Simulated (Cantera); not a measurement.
An isothermal plug-flow reactor at 898 K and 3750 Torr (inlet), inlet velocity 0.17 m/s, active area per volume 91 1/m; feed H₂ : O₂ : N₂ = 0.023 : 0.16 : 0.79 (molar parts).

Detailed kinetics in Cantera: Deutschmann's 1995 Pt surface mechanism with GRI-Mech 3.0 gas chemistry. Catalytic surfaces can have several steady states; this one follows from the mechanism file's or the stated starting coverage. Mass transfer to the wall is taken as infinitely fast.

One state of this run: x H₂ = 0.000380; x O₂ = 0.155; x H₂O = 0.0235; θ free Pt = 0.0486; θ O* = 0.946; θ OH* = 0.00494. x: gas mole fraction; θ: surface coverage.

Problem. Which value of z (m) does it belong to?
(A) 0.00092
(B) 0.0029
(C) 0.00029
(D) 0.00052

Solution. B, 0.0029
